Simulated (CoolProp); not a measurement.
A closed Brayton cycle with carbon dioxide: compressor inlet 326.15 K and 9.7 MPa, high pressure 23.6 MPa, turbine inlet 900 K, compressor efficiency 0.89, turbine efficiency 0.93, recuperator effectiveness 0 (on enthalpy, no pinch check). Each further row changes one setting.

The numbers come from the reference Helmholtz-energy equation of state, Span 1996 in CoolProp.

| case | thermal efficiency (%) | net work (kJ/kg) | compressor to turbine work | compressor exit (K) | turbine exit (K) |
|---|---|---|---|---|---|
| as stated | 14.1 | 96.5 | 0.28 | 389.6 | 783.3 |
| turbine inlet 850 K | 14.2 | 88.3 | 0.30 | 389.6 | 737.4 |
| compressor inlet 336.15 K | 13.9 | 89.5 | 0.33 | 409.1 | 783.3 |
| high pressure 20.1 MPa | 11.8 | 81.7 | 0.27 | 378.0 | 803.8 |
| recuperator effectiveness 0.5 | 21.4 | 96.5 | 0.28 | 389.6 | 783.3 |
